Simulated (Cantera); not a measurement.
Thermodynamics of calcination and drying, feed CaCO₃ + C + O₂

Feed: 1 mol CaCO₃, 0.015 mol C, 0.06 mol O₂, held at 345 Torr.

Cantera equilibrium calculation (NASA polynomials, part measured and part estimated; ideal gas, pure solids and liquids). Candidate condensed phases: C, Ca, CaCO₃, CaO; 15 gas species. Mutual solubility and eutectic melting of coexisting phases are not modelled. Equilibrium is a limit: real reactors are often held back by kinetics, nucleation or transport.

At 777 °C the condensed part is CaCO₃(calcite) + CaO(s). From 877 °C to 1877 °C the condensed part is CaO(s).

```
T (°C)  log p CO₂  log p O₂  log p CO  log p O  log p CaO  n CaCO₃(calcite)  n CaO(s)
------  ---------  --------  --------  -------  ---------  ----------------  --------
777         -0.84     -0.50    -10.10    -9.43       <-12             0.994   0.00583
877         -0.36     -1.71     -7.79    -8.93       <-12                 0      1.00
977         -0.36     -1.71     -6.77    -8.01       <-12                 0      1.00
1077        -0.36     -1.71     -5.90    -7.23       <-12                 0      1.00
1177        -0.36     -1.71     -5.15    -6.55       <-12                 0      1.00
1277        -0.36     -1.71     -4.50    -5.96       <-12                 0      1.00
1377        -0.36     -1.71     -3.93    -5.44       <-12                 0      1.00
1477        -0.36     -1.71     -3.42    -4.98     -11.48                 0      1.00
1577        -0.36     -1.70     -2.98    -4.56     -10.42                 0      1.00
1677        -0.36     -1.68     -2.58    -4.19      -9.47                 0      1.00
1777        -0.36     -1.65     -2.24    -3.84      -8.62                 0      1.00
1877        -0.37     -1.61     -1.94    -3.51      -7.84                 0      1.00
```
log p: log10 of the partial pressure in bar; n: condensed amount in mol.
